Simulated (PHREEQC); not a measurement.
1 kg of water holding 0.1 mol/kgw Na2CO3 and 0.02 mol/kgw NaOH meets 20 L of dry gas (CO2 0.19, N2 0.81 by moles) at fixed total pressure, at 80 °C; fugacities by Peng-Robinson. The gases take part in no redox reaction, some water evaporates into the gas, and hydrates or a liquid gas phase aren't modelled. No solid was allowed to form.

All values are PHREEQC results (ion-association model, phreeqc.dat), not measurements.

### Question
Predict dissolved CO2 (all carbonate carbon) (mol/kgw) at P (atm) = 40, 75.

### Answer
```csv
P (atm),dissolved CO2 (all carbonate carbon) (mol/kgw)
40,0.296
75,0.351
```

Away from 25 °C the constants follow the database's enthalpies or fits; those with neither stay at their 25 °C values.
